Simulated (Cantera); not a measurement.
An isothermal, constant-pressure homogeneous reactor starts with CH4 : CO2 : H2 = 1 : 4.8 : 0.35 (molar parts), at 1600 K and 1.10 bar. Integrator tolerance rtol = 1e-08.

Computed with Cantera and GRI-Mech 3.0 (53 species, 325 reactions).

Q: What does this change do: temperature 1600 to 1400 K?

A: 
| quantity | before | after |
|---|---|---|
| x(CH4) at 7.00 s | 0.000714 (gas-phase equilibrium 3.76e-9) | 0.0569 (gas-phase equilibrium 6.91e-8) |
| x(CO2) at 7.00 s | 0.279 (gas-phase equilibrium 0.277) | 0.543 (gas-phase equilibrium 0.293) |
| x(H2) at 7.00 s | 0.0980 (gas-phase equilibrium 0.0990) | 0.0329 (gas-phase equilibrium 0.115) |
| x(HO2) at 7.00 s | <1e-12 (gas-phase equilibrium <1e-12) | <1e-12 (gas-phase equilibrium <1e-12) |
| x(C2H4) at 7.00 s | 1.78e-6 (gas-phase equilibrium <1e-12) | 0.00153 (gas-phase equilibrium <1e-12) |
